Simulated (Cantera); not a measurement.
A perfectly stirred reactor is fed with 90.9 % NO, 9.09 % N₂, at 735 Torr; it is held at 2023 K, and followed from long to short residence time.

Detailed kinetics in Cantera: GRI-Mech 3.0 (53 species, 325 reactions).

x: mole fraction; the columns are a selection and need not sum to one.

```json
[
 {"τ (s)": "0.77", "x NO": "0.343", "x O₂": "0.282", "x NO₂": "[?]", "x N₂": "0.374", "x O": "0.000437", "x N₂O": "4.97e-5"},
 {"τ (s)": "0.31", "x NO": "0.516", "x O₂": "0.196", "x NO₂": "0.000826", "x N₂": "0.287", "x O": "0.000370", "x N₂O": "0.000115"},
 {"τ (s)": "0.12", "x NO": "0.687", "x O₂": "0.110", "x NO₂": "0.000843", "x N₂": "0.201", "x O": "0.000288", "x N₂O": "0.000209"},
 {"τ (s)": "0.050", "x NO": "0.798", "x O₂": "0.0547", "x NO₂": "[?]", "x N₂": "0.146", "x O": "0.000218", "x N₂O": "0.000288"},
 {"τ (s)": "0.020", "x NO": "0.861", "x O₂": "0.0235", "x NO₂": "[?]", "x N₂": "0.115", "x O": "0.000166", "x N₂O": "0.000338"},
 {"τ (s)": "0.0081", "x NO": "0.889", "x O₂": "0.00951", "x NO₂": "[?]", "x N₂": "0.101", "x O": "0.000135", "x N₂O": "0.000356"},
 {"τ (s)": "0.0033", "x NO": "0.901", "x O₂": "0.00366", "x NO₂": "[?]", "x N₂": "0.0947", "x O": "0.000117", "x N₂O": "0.000347"}
]
```

### Question
Some entries are withheld; supply them.

### Answer

- 0.77, x NO₂: 0.000655
- 0.050, x NO₂: 0.000727
- 0.020, x NO₂: 0.000579
- 0.0081, x NO₂: 0.000474
- 0.0033, x NO₂: 0.000407
